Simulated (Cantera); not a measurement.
Feed: 1 mol borazine, 13 mol H2O, 170 mol N2, held at 2400 K and 1.00 bar.

Cantera equilibrium calculation (NASA polynomials, part measured and part estimated; ideal gas, pure solids and liquids). Candidate condensed phases: B, BN, B2O3, B3O3H3, H2O; 39 gas species. The feed counts by its element totals alone. Kinetics and transport are ignored.

Base state: N2 0.905, H2 0.0383, H2O 0.0375, HBO2 0.0134, H 0.00311, B2O3 0.000856, OH 0.000560, HBO 0.000242 (mole fractions); condensed: gas only.

**Question.** What changes in the equilibrium state with this change: H2O from 13 to 1.3 mol?

**Answer.** 
| species | before | after |
|---|---|---|
| N2 | 0.905 | 0.969 |
| H2 | 0.0383 | 0.0218 |
| BO | 0.000205 | 0.00317 |
| H2O | 0.0375 | 3.35e-6 |
| HBO2 | 0.0134 | 2.46e-5 |
| B2O | <1e-9 | 1.41e-5 |
| O2 | 1.23e-5 | <1e-9 |
| OH | 0.000560 | 6.63e-8 |
| BN(s), mol | 0 | 1.71 |

**Question.** What changes in the equilibrium state with this change: H2O from 13 to 4.3 mol?

**Answer.** 
```csv
species,before,after
N2,0.905,0.948
H2,0.0383,0.0349
HBO2,0.0134,0.00337
H2O,0.0375,0.000652
O2,1.23e-5,4.48e-9
B2O2,2.54e-6,0.000482
OH,0.000560,1.02e-5
O,3.05e-5,5.81e-7
NO,0.000157,3.07e-6
```

**Question.** What changes in the equilibrium state with this change: H2O from 13 to 0.84 mol?

**Answer.** 
```
species       before    after
----------  --------  -------
N2             0.905    0.973
H2            0.0383   0.0198
H            0.00311  0.00224
H2O           0.0375  2.15e-6
HBO2          0.0134  1.16e-5
BO          0.000205  0.00223
OH          0.000560  4.46e-8
O2           1.23e-5    <1e-9
O            3.05e-5  3.37e-9
NO          0.000157  1.80e-8
BO2         0.000241  2.90e-7
BN(s), mol         0     2.16
```
